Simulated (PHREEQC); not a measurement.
# Metal-bearing waste water: an equilibrium model

Solution (25 °C): 0.0087 mol/kgw MnSO4, 0.19 mol/kgw ZnCl2 and 8.2e-05 mol/kgw NaF. Closed to the air; pH follows from the charge balance.

Equilibrium calculation in PHREEQC: ion-association model, phreeqc.dat.

Precipitation was switched off in this run.

**Question.** Predict the pH, activity of water.

**Answer.** pH 4.88; activity of water 0.991.

**Question.** In which forms is Cl present?

**Answer.** Cl- 88 %, ZnCl+ 7.6 %, ZnCl2 2.0 %, ZnCl3- 1.3 %, ZnCl4-2 0.6 %, MnCl+ 0.5 % of the Cl.

Species that the database lacks are ignored.
